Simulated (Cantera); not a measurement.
## Al(CH3)3 + O2 + N2 (aluminium nitride and oxide growth)

Charge: 1 mol Al(CH3)3, 0.49 mol O2, 26 mol N2, equilibrated at 1.33 mbar.

These are equilibrium values from Cantera (NASA tables, ideal gas, pure condensed phases), not measurements of a reactor. Candidate condensed phases: Al, AlN, Al2O3, C, C6H6, C7H8, C8H18, H2O; 148 gas species. The feed counts by its element totals alone. Mutual solubility and eutectic melting of coexisting phases are not modelled. Condensed phases not in the tables: aluminium oxynitride. Equilibrium is a limit: real reactors are often held back by kinetics, nucleation or transport.

From 700 °C to 900 °C the condensed part is AlN(s) + Al2O3(s) + C(graphite). From 1000 °C to 1500 °C the condensed part is AlN(s) + C(graphite). At 1600 °C the condensed part is C(graphite).

```csv
T (°C),log p N2,log p H2,log p CO,log p Al,log p H,log p HCN,n AlN(s),n Al2O3(s),n C(graphite)
700,-2.94,-3.70,-7.18,<-14,-10.82,-8.80,0.348,0.326,3.00
800,-2.95,-3.70,-6.02,<-14,-9.71,-8.14,0.361,0.319,2.98
900,-2.95,-3.71,-5.06,<-14,-8.78,-7.59,0.480,0.260,2.80
1000,-2.96,-3.71,-4.37,-12.69,-8.00,-7.13,1.00,0,2.02
1100,-2.96,-3.71,-4.37,-10.78,-7.33,-6.74,1.00,0,2.02
1200,-2.96,-3.71,-4.37,-9.14,-6.75,-6.40,1.000,0,2.01
1300,-2.96,-3.71,-4.38,-7.70,-6.25,-6.10,1.000,0,2.00
1400,-2.96,-3.72,-4.38,-6.44,-5.80,-5.84,0.991,0,1.98
1500,-2.96,-3.72,-4.38,-5.32,-5.41,-5.61,0.887,0,1.96
1600,-2.97,-3.75,-4.40,-4.39,-5.07,-5.43,0,0,1.92
```
log p: log10 of the partial pressure in bar; n: condensed amount in mol.
